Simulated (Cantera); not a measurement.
Mixture: 4.94 % C2H4, 18.5 % O2, 69.6 % N2, 6.91 % H2O, equivalence ratio 0.80, at 10.0 bar, adiabatic and at constant pressure. Ignition delay is the time to a rise of 400 K.

Cantera simulation using GRI-Mech 3.0 (53 species, 325 reactions); the numbers are that mechanism's predictions, not measurements. GRI-Mech 3.0 was tuned for natural gas; its chemistry of ethylene as a main component is partial and can be far from experiment.

Task: Predict: delay at 1200 K; delay at 1350 K; delay at 1500 K; delay at 1650 K; delay at 1800 K; apparent activation energy between 1650 and 1800 K.

Result: 
| Item | Value |
|---|---|
| delay at 1200 K | 0.641 ms |
| delay at 1350 K | 41.3 µs |
| delay at 1500 K | 6.23 µs |
| delay at 1650 K | 2.60 µs |
| delay at 1800 K | 1.49 µs |
| apparent activation energy between 1650 and 1800 K | 91 kJ/mol |
